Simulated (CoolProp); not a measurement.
Vapour-liquid equilibrium of R143a (1) + n-butane (2) at 15.25 °C; x and y are mole fractions of (1).

Model: multi-fluid Helmholtz-energy mixture model, Lemmon and Jacobsen 2000 and Bücker 2006; pair parameters Bell 2016, in CoolProp.

```json
[
 {"x": "0.05", "bubble pressure (bar)": "3.080", "y at the bubble point": "0.425", "dew pressure at overall composition x (bar)": "1.870", "liquid density (mol/L)": "10.09"},
 {"x": "0.15", "bubble pressure (bar)": "4.906", "y at the bubble point": "0.649", "dew pressure at overall composition x (bar)": "2.091", "liquid density (mol/L)": "10.18"},
 {"x": "0.25", "bubble pressure (bar)": "…", "y at the bubble point": "0.725", "dew pressure at overall composition x (bar)": "2.369", "liquid density (mol/L)": "10.27"},
 {"x": "0.35", "bubble pressure (bar)": "6.784", "y at the bubble point": "0.765", "dew pressure at overall composition x (bar)": "2.730", "liquid density (mol/L)": "10.36"},
 {"x": "0.45", "bubble pressure (bar)": "7.328", "y at the bubble point": "0.793", "dew pressure at overall composition x (bar)": "3.214", "liquid density (mol/L)": "10.47"},
 {"x": "0.55", "bubble pressure (bar)": "7.785", "y at the bubble point": "0.818", "dew pressure at overall composition x (bar)": "3.898", "liquid density (mol/L)": "10.58"},
 {"x": "0.65", "bubble pressure (bar)": "8.216", "y at the bubble point": "0.844", "dew pressure at overall composition x (bar)": "…", "liquid density (mol/L)": "10.73"},
 {"x": "0.75", "bubble pressure (bar)": "8.650", "y at the bubble point": "0.875", "dew pressure at overall composition x (bar)": "6.497", "liquid density (mol/L)": "10.90"},
 {"x": "0.85", "bubble pressure (bar)": "9.089", "y at the bubble point": "0.914", "dew pressure at overall composition x (bar)": "8.312", "liquid density (mol/L)": "11.11"},
 {"x": "0.95", "bubble pressure (bar)": "9.513", "y at the bubble point": "0.967", "dew pressure at overall composition x (bar)": "…", "liquid density (mol/L)": "11.38"}
]
```

Task: Fill in the missing entries.

Result: 
- 0.25, bubble pressure (bar): 6.040
- 0.65, dew pressure at overall composition x (bar): 4.920
- 0.95, dew pressure at overall composition x (bar): 9.395

No azeotrope shows between x = 0.05 and 0.95.

The pair parameters rest on a limited set of measurements; away from them the model extrapolates. With so large a gap from Raoult's law the liquid may split in two, which this calculation doesn't test in full.
